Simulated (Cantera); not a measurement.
A closed system holds: 1 mol B2O3, 3.2 mol H2O, 0.17 mol H2, 30 mol NH3, equilibrated at 1173.15 K and 323 Torr.

Method: chemical equilibrium by Gibbs-energy minimisation in Cantera with the NASA 1993 tables (ideal gas, pure condensed phases). Candidate condensed phases: B, BN, B2O3, B3O3H3, H2O; 39 gas species. Gases not in the tables: H3BO3. Kinetics and transport are ignored.

Base state: H2 0.713, N2 0.237, H2O 0.0503, HBO2 0.000192, (HBO2)3 9.56e-5, NH3 2.74e-5 (mole fractions); condensed: B2O3(l).

**Question.** What changes in the equilibrium state with this change: temperature from 1173.15 K to 2448 K?

**Answer.** 
```json
[
 {"species": "H2", "before": "0.713", "after": "0.673"},
 {"species": "N2", "before": "0.237", "after": "0.230"},
 {"species": "H2O", "before": "0.0503", "after": "0.0432"},
 {"species": "H", "before": "1.52e-7", "after": "0.0249"},
 {"species": "HBO2", "before": "0.000192", "after": "0.0191"},
 {"species": "BO", "before": "<1e-9", "after": "0.00219"},
 {"species": "OH", "before": "<1e-9", "after": "0.000312"},
 {"species": "B2O3", "before": "8.71e-9", "after": "0.00158"},
 {"species": "B2O3(l), mol", "before": "0.985", "after": "0"}
]
```

**Question.** What changes in the equilibrium state with this change: NH3 from 30 to 1.3 mol?

**Answer.** 
```
species         before     after
------------  --------  --------
H2O             0.0503     0.531
H2               0.713     0.356
N2               0.237     0.109
(HBO2)3        9.56e-5   0.00329
NH3            2.74e-5   6.54e-6
HBO2          0.000192  0.000625
B2O3(l), mol     0.985     0.969
```

**Question.** What changes in the equilibrium state with this change: temperature from 1173.15 K to 1398.15 K?

**Answer.** 
```
species         before    after
------------  --------  -------
H2               0.713    0.712
N2               0.237    0.236
H2O             0.0503   0.0488
HBO2          0.000192  0.00309
HBO            1.10e-7  1.25e-5
NH3            2.74e-5  1.08e-5
B2O3(l), mol     0.985    0.897
```
